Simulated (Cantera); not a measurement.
A Cantera script and its output.

```python
import numpy as np
import cantera as ct

gas = ct.Solution("h2o2.yaml")
gas.TPX = 1298, 2666, {'H2': 0.036, 'O2': 1, 'N2': 0.58}
inlet = ct.Reservoir(gas, clone=True)

reactor = ct.IdealGasConstPressureReactor(gas, energy="off", clone=False)
exhaust = ct.Reservoir(gas, clone=True)
tau = [1.5, 0.68, 0.31, 0.14, 0.063, 0.029, 0.013, 0.0059][0]
for a, b in ((inlet, reactor), (reactor, exhaust)):
    ct.MassFlowController(a, b, mdot=lambda t: reactor.mass / tau)
net = ct.ReactorNet([reactor])
show = ['H2', 'O2', 'H2O2', 'OH', 'H2O', 'HO2']

rows = []
print(f"{'tau/s':>10s}{'T/K':>9s}" + "".join(f"{s:>11s}" for s in show))
for tau in [1.5, 0.68, 0.31, 0.14, 0.063, 0.029, 0.013, 0.0059]:
    net.initial_time = 0.0
    net.advance(30 * tau)
    before = gas.X
    net.advance(40 * tau)
    drift = np.max(np.abs(gas.X - before) / (gas.X + 1e-9))
    rows.append([gas.T, *gas[show].X, drift])
    print(f"{tau:10.3e}{gas.T:9.1f}" + "".join(f"{x:11.3e}" for x in gas[show].X))
```

Result:

```
     tau/s      T/K         H2         O2       H2O2         OH        H2O        HO2
 1.500e+00   1298.0  4.357e-05  6.133e-01  2.947e-08  5.980e-04  2.215e-02  6.666e-07
 6.800e-01   1298.0  6.970e-05  6.126e-01  3.647e-08  7.684e-04  2.200e-02  8.919e-07
 3.100e-01   1298.0  1.101e-04  6.116e-01  4.375e-08  9.768e-04  2.179e-02  1.151e-06
 1.400e-01   1298.0  1.730e-04  6.101e-01  5.106e-08  1.227e-03  2.149e-02  1.436e-06
 6.300e-02   1298.0  2.699e-04  6.081e-01  5.806e-08  1.511e-03  2.106e-02  1.722e-06
 2.900e-02   1298.0  4.155e-04  6.059e-01  6.483e-08  1.803e-03  2.052e-02  1.977e-06
 1.300e-02   1298.0  6.645e-04  6.039e-01  7.323e-08  2.116e-03  1.983e-02  2.207e-06
 5.900e-03   1298.0  1.110e-03  6.027e-01  8.542e-08  2.455e-03  1.894e-02  2.409e-06
```

Computed with Cantera and the H2/O2 subset of GRI-Mech 3.0, which has no nitrogen chemistry. Radical loss at walls, strong at low pressure, is not modelled.
